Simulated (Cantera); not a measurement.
What does this Cantera script print?

```python
import numpy as np
import cantera as ct

gas_names = """
    CL CL2 H HCL H2 N NH NH2 NH3 N2 N2H2 N2H4 Si SiCL SiCL2 SiCL3 SiCL4 SiH SiHCL3 SiH2 SiH2CL2 SiH3
    SiH3CL SiH4 SiN Si2 Si2N Si3
""".split()
cond_names = """
    NH4CL(a) NH4CL(b) Si(cr) Si(L) Si3N4(a)
""".split()


# ... load() reads the species with a 1 bar reference pressure and builds the phases ...
atoms = {
    'SiHCl3': {'Si': 1, 'H': 1, 'CL': 3},
    'NH3': {'N': 1, 'H': 3},
    'H2': {'H': 2},
}
top_T = {'Si3N4(a)': 2400}  # K; cautious upper limits of use, not melting points


# ... equilibrate(T, P, feed) seeds the gas with the atoms and calls Mixture.equilibrate('TP', solver="vcs", rtol=1e-11, max_steps=5000) ...
results = []
feed = {'SiHCl3': 1, 'NH3': 0.13, 'H2': 21}  # mol
T = 1523  # K
for P in [5, 21, 85, 350, 1400, 5900, 24000, 100000]:
    mix = equilibrate(T, P, feed)
    results.append((T, P, feed, dict(zip(mix.species_names, mix.species_moles))))

top = {s: max(r[3][s] / sum(r[3][g] for g in gas_names) for r in results) for s in gas_names}
cols = sorted((s for s in top if top[s] > 1e-06), key=lambda s: -top[s])[:6]
seen = [c for c in cond_names if any(r[3].get(c, 0) > 1e-12 for r in results)]
print("log10 of partial pressures in bar; condensed amounts in mol")
print(f"{'P/Pa':>10s}" + "".join(f"{s[:9]:>10s}" for s in cols + seen))
for T, P, feed, n in results:
    ng = sum(n[g] for g in gas_names)
    print(f"{P:10.4g}" + "".join(f"{np.log10(max(n[s] / ng * P / 1e5, 1e-99)):10.3f}" for s in cols)
          + "".join(f"{n.get(c, 0):10.4g}" for c in seen))
```

Output:

```
log10 of partial pressures in bar; condensed amounts in mol
      P/Pa        H2       HCL     SiCL2         H     SiCL3        N2    Si(cr)  Si3N4(a)
         5    -4.352    -5.395    -5.923    -6.812    -8.809    -6.856    0.4316         0
        21    -3.728    -4.771    -5.299    -6.500    -7.873    -6.232    0.4386         0
        85    -3.120    -4.164    -4.693    -6.196    -6.963    -5.624    0.4402         0
       350    -2.505    -3.550    -4.080    -5.889    -6.044    -5.010    0.4401         0
      1400    -1.903    -2.950    -3.482    -5.588    -5.148    -4.407    0.4391         0
      5900    -1.277    -2.330    -2.869    -5.275    -4.227    -4.131    0.3826   0.01794
   2.4e+04    -0.666    -1.734    -2.287    -4.969    -3.354    -4.131    0.3432   0.02893
     1e+05    -0.044    -1.146    -1.734    -4.658    -2.526    -4.131    0.3191   0.03164
```

Cantera equilibrium calculation (NASA polynomials, part measured and part estimated; ideal gas, pure solids and liquids). Mutual solubility and eutectic melting of coexisting phases are not modelled. The tables' values for SiCl3, SiCl are old estimates; treat these amounts as uncertain.
